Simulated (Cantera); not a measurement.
Charge: 1 mol Nb, 4.1 mol O2, 6.6 mol N2, at 973 K and 9.30 Pa.

Equilibrium computed with Cantera from the NASA thermochemical tables; the gas is ideal and each condensed phase is pure. Candidate condensed phases: Nb, NbO, NbO2, Nb2O5; 12 gas species. Condensed phases not in the tables: the oxides between NbO2 and Nb2O5. Rates play no part.

Base state: N2 0.698, O2 0.302, NO 2.60e-5 (mole fractions); condensed: Nb2O5(s).

Task: What changes in the equilibrium state with this change: temperature from 973 K to 1673 K?

Result: 
```csv
species,before,after
N2,0.698,0.696
O2,0.302,0.299
NO,2.60e-5,0.00293
O,3.85e-9,0.00189
"Nb2O5(s), mol",0.500,0.500
```
